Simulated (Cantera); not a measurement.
An isothermal plug-flow reactor at 1150 K and 150000 Pa (inlet), inlet velocity 0.07 m/s, active area per volume 1100 1/m; feed 0.262 % CH4, 16.8 % O2, 82.9 % N2, equivalence ratio 0.031.

Model: Deutschmann's 1995 Pt surface mechanism with GRI-Mech 3.0 gas chemistry, integrated in Cantera. Catalytic surfaces can have several steady states; this one follows from the mechanism file's or the stated starting coverage. Mass transfer to the wall is taken as infinitely fast.

x: gas mole fraction; θ: surface coverage.

```tsv
z (m)	x CH4	x O2	x H2O	x CO2	x CO	θ free Pt	θ O*	θ OH*
0.00015	0.00163	0.166	0.00198	0.000982	1.50e-6	0.304	0.695	0.000717
0.00026	0.00114	0.165	0.00294	0.00146	1.08e-6	0.304	0.695	0.000871
0.00046	0.000590	0.164	0.00401	0.00199	6.14e-7	0.304	0.695	0.00102
0.00082	…	0.163	0.00483	0.00240	…	0.305	0.694	0.00111
0.0015	…	0.163	0.00517	0.00257	…	0.305	0.694	0.00115
0.0026	4.86e-7	0.163	0.00523	0.00260	1.18e-8	0.305	0.694	0.00116
0.0046	7.12e-10	0.163	0.00523	0.00261	3.38e-9	0.305	0.694	0.00116
0.0082	1.46e-11	0.163	0.00524	0.00262	2.06e-9	0.305	0.694	0.00116
0.015	3.15e-12	0.163	0.00525	0.00262	8.43e-10	0.305	0.694	0.00116
```

Q: Some entries are withheld; supply them.

A: 
- 0.00082, x CH4: 0.000180
- 0.00082, x CO: 2.50e-7
- 0.0015, x CH4: 1.88e-5
- 0.0015, x CO: 6.17e-8
